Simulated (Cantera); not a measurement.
An isothermal, constant-pressure homogeneous reactor starts with H₂ : O₂ = 0.29 : 1 (molar parts), at 923 K and 0.825 Torr.

Computed with Cantera and GRI-Mech 3.0 (53 species, 325 reactions). Radical loss at walls, strong at low pressure, is not modelled. Below about 950 K walls govern HO2 and H2O2 in real vessels. The temperature is held fixed by assumption; the heat of reaction is taken as removed at once.

x: mole fraction; the columns are a selection and need not sum to one.

```
t (s)         x H₂   x O₂    x H₂O₂       x HO₂       x O      x OH       x H
--------  --------  -----  --------  ----------  --------  --------  --------
2.00e-5      0.225  0.775    <1e-12      <1e-12    <1e-12    <1e-12    <1e-12
7.43e-5      0.225  0.775    <1e-12    1.06e-12    <1e-12    <1e-12  1.05e-12
0.000276     0.225  0.775    <1e-12    3.92e-12    <1e-12    <1e-12  3.82e-12
0.00102      0.225  0.775    <1e-12    1.46e-11  1.75e-12    <1e-12  1.41e-11
0.00381      0.225  0.775    <1e-12    5.42e-11  2.05e-11  7.55e-12  6.89e-11
0.0141       0.225  0.775    <1e-12    2.06e-10  7.38e-10  2.37e-10   1.89e-9
0.0525       0.225  0.775  8.17e-11  (withheld)   5.31e-5   1.70e-5  0.000135
0.195      0.00789  0.683   1.13e-8  (withheld)    0.0414   0.00288    0.0874
0.725      0.00388  0.724   2.08e-8  (withheld)    0.0173   0.00205    0.0246
2.69      0.000291  0.745   3.45e-8  (withheld)   0.00123  0.000532  0.000439
10.0       1.12e-5  0.747   1.68e-8  (withheld)   4.85e-5  0.000104   3.38e-6
```

Q: Fill in the missing entries.

A: 
- 0.0525, x HO₂: 2.82e-7
- 0.195, x HO₂: 1.53e-6
- 0.725, x HO₂: 1.80e-6
- 2.69, x HO₂: 1.23e-6
- 10.0, x HO₂: 2.13e-7
